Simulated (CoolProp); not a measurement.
A single-stage vapour-compression cycle with isobutene: evaporating at 295.15 K (dew point), condensing at 329.15 K (bubble point), superheat 10 K, subcooling 5 K, compressor efficiency 0.6, no pressure losses. Each further row changes one setting.

The numbers come from the reference Helmholtz-energy equation of state, Lemmon 2005 in CoolProp. It is a short technical equation, of lower accuracy than the large ones.

```csv
case,cooling COP,pressure ratio,discharge temperature (K),refrigerating effect (kJ/kg),volumetric capacity (kJ/m³)
as stated,4.65,2.55,349.9,308,2050
evaporating temperature 300.15 K,5.66,2.19,347.9,315,2420
condensing temperature 324.15 K,5.59,2.25,343.9,321,2130
subcooling 10 K,4.84,2.55,349.9,321,2130
superheat 20 K,4.71,2.55,360.1,326,2080
compressor efficiency 0.5,3.88,2.55,356.5,308,2050
```
